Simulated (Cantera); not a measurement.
A closed system holds: 1 mol SiH₄, 5 mol N₂O, 4.1 mol N₂, at 1.00 bar.

These are equilibrium values from Cantera (NASA tables, ideal gas, pure condensed phases), not measurements of a reactor. Candidate condensed phases: H₂O, Si, SiO₂, Si₂N₂O, Si₃N₄; 35 gas species. The tables hold silica as quartz up to 1696 K and as liquid above; real silica turns to tridymite and cristobalite and melts near 1996 K. Gases not in the tables: Si(OH)₄. Rates play no part. All values below are at 1775 °C.

Base state: N₂ 0.782, H₂O 0.171, O₂ 0.0407, NO 0.00382, OH 0.00223, H₂ 0.000348, O 0.000193, H 4.18e-5 (mole fractions); condensed: SiO₂(l).

Question: What changes in the equilibrium state with this change: N₂O from 5 to 0.68 mol?

Answer: 
```tsv
species	before	after
N₂	0.782	0.654
H₂	0.000348	0.292
SiO	3.05e-7	0.0526
H₂O	0.171	0.000106
O₂	0.0407	<1e-9
NO	0.00382	2.58e-9
O	0.000193	<1e-9
OH	0.00223	4.77e-8
H	4.18e-5	0.00121
SiO₂(l), mol	1.000	0
Si₂N₂O(s), mol	0	0.321
```
